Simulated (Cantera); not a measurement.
A Cantera script and what it prints.

```python
import numpy as np
import cantera as ct

gas_names = """
    Fe FeO Fe(OH)2 H HNO HNO2 HNO3 HO2 H2 H2O H2O2 H2S H2SO4 N NH NH2 NH3 NH2OH NO NO2 NO3 N2 N2H2 N2H4
    N2O O OH O2 O3 S SH SN SO SO2 SO3 S2 S2O S8
""".split()
cond_names = """
    Fe(a) Fe(c) Fe(d) Fe(L) FeO(s) FeO(L) Fe(OH)2(s) Fe(OH)3(s) FeS(a) FeS(b) FeS(c) FeS(L) FeSO4(s)
    FeS2(s) Fe2O3(s) Fe2S3O12(s) Fe3O4(s) H2O(s) H2O(L) H2SO4(L) S(cr1) S(cr2) S(L)
""".split()


# ... load() reads the species with a 1 bar reference pressure and builds the phases ...
atoms = {
    'FeS2': {'Fe': 1, 'S': 2},
    'O2': {'O': 2},
    'N2': {'N': 2},
    'H2S': {'H': 2, 'S': 1},
}
top_T = {'FeSO4(s)': 950, 'FeS2(s)': 1010, 'Fe2O3(s)': 1830, 'Fe2S3O12(s)': 1100, 'Fe3O4(s)': 1870}  # K; cautious upper limits of use, not melting points


# ... equilibrate(T, P, feed) seeds the gas with the atoms and calls Mixture.equilibrate('TP', solver="vcs", rtol=1e-11, max_steps=5000) ...
results = []
feed = {'FeS2': 1, 'O2': 0.1, 'N2': 7.7, 'H2S': 3}  # mol
T = 1898  # K
P = 190000  # Pa
mix = equilibrate(T, P, feed)
results.append((T, P, feed, dict(zip(mix.species_names, mix.species_moles))))
x = sorted(zip(gas.X, gas.species_names), reverse=True)
print(f"T = {T:g} K  P = {P:g} Pa  gas = {mix.phase_moles(0):.4g} mol")
print("   x: " + "  ".join(f"{s} {v:.3e}" for v, s in x if v > 0.001))
print("   condensed (mol): " + ("  ".join(f"{mix.phase(i).name} {mix.phase_moles(i):.4g}"
      for i in range(1, mix.n_phases) if mix.phase_moles(i) > 1e-12) or "none"))
```

It prints:

```
T = 1898 K  P = 190000 Pa  gas = 12.32 mol
   x: N2 6.250e-01  H2 1.611e-01  S2 1.266e-01  H2S 6.251e-02  H2O 1.578e-02  SH 8.040e-03
   condensed (mol): FeS(L) 1
```

Cantera equilibrium calculation (NASA polynomials, part measured and part estimated; ideal gas, pure solids and liquids). FeS: taken at fixed stoichiometry.
